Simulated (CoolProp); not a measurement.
Properties of acetone along the isobar 0.297 MPa.

Computed with CoolProp (reference Helmholtz-energy equation of state, Lemmon 2006). It is a short technical equation, of lower accuracy than the large ones.

| T (°C) | phase | density (kg/m³) | isothermal compressibility (1/MPa) | expansivity (1/kK) |
|---|---|---|---|---|
| 163.35 | gas | … | 3.530 | 2.718 |
| 173.65 | gas | 4.841 | 3.515 | … |
| 183.95 | gas | 4.715 | 3.501 | 2.513 |
| 194.25 | gas | … | 3.490 | 2.427 |
| 204.55 | gas | 4.485 | … | 2.349 |
| 214.95 | gas | 4.379 | 3.470 | … |
| 225.25 | gas | 4.279 | 3.462 | … |
| 235.55 | gas | 4.184 | 3.455 | … |
| 245.85 | gas | 4.093 | 3.449 | 2.093 |
| 256.25 | gas | 4.006 | 3.443 | 2.040 |
| 266.55 | gas | 3.924 | 3.438 | 1.990 |
| 276.85 | gas | 3.845 | 3.433 | 1.944 |

Question: What belongs in the gaps?

Answer: 
- 163.35, density (kg/m³): 4.976
- 173.65, expansivity (1/kK): 2.610
- 194.25, density (kg/m³): 4.597
- 204.55, isothermal compressibility (1/MPa): 3.479
- 214.95, expansivity (1/kK): 2.276
- 225.25, expansivity (1/kK): 2.210
- 235.55, expansivity (1/kK): 2.150
